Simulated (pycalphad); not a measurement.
An equivalent pycalphad script:

```python
from pycalphad import Database, equilibrium, calculate, variables as v
import numpy as np
db = Database('COST507.tdb')
comps = ['SN', 'SI', 'VA']
phases = ['BCT_A5', 'DIAMOND_A4', 'LIQUID']
eq = equilibrium(db, comps, phases, {v.X('SI'): 0.6195, v.T: np.arange(2350, 499, -40), v.P: 101325, v.N: 1}, output=['HM', 'SM'])
```

All values are pycalphad results on the COST 507 light-alloy database (1999) (1 atm), not direct measurements. The data set is of 1999 and partly superseded. Phase fractions are per mole of atoms.

Results at three of the temperatures:

```
T = 2310.00 K, P = 101325 Pa, N = 1 mol of atoms
G = -170013 J/mol, H = 94663 J/mol, S = 114.58 J/(mol K)  (SER reference)
chemical potentials (J/mol): Sn -231113, Si -132485
phase             fraction      x(Sn)      x(Si)
LIQUID              1.0000     0.3805     0.6195
```

```
T = 1030.00 K, P = 101325 Pa, N = 1 mol of atoms
G = -48505 J/mol, H = 21785 J/mol, S = 68.24 J/(mol K)  (SER reference)
chemical potentials (J/mol): Sn -75683, Si -31813
phase             fraction      x(Sn)      x(Si)
DIAMOND_A4          0.6177   4.32e-07     1.0000
LIQUID              0.3823     0.9954     0.0046
```

```
T = 550.00 K, P = 101325 Pa, N = 1 mol of atoms
G = -19407 J/mol, H = 8929 J/mol, S = 51.52 J/(mol K)  (SER reference)
chemical potentials (J/mol): Sn -31177, Si -12177
phase             fraction      x(Sn)      x(Si)
DIAMOND_A4          0.6195   2.48e-07     1.0000
LIQUID              0.3805     1.0000   1.68e-06
```

Changes of the phase set, refined by bisection:

```tsv
T (K)	phases above	phases below
1629.3	LIQUID	DIAMOND_A4 + LIQUID
```

DIAMOND_A4 is diamond (Si).
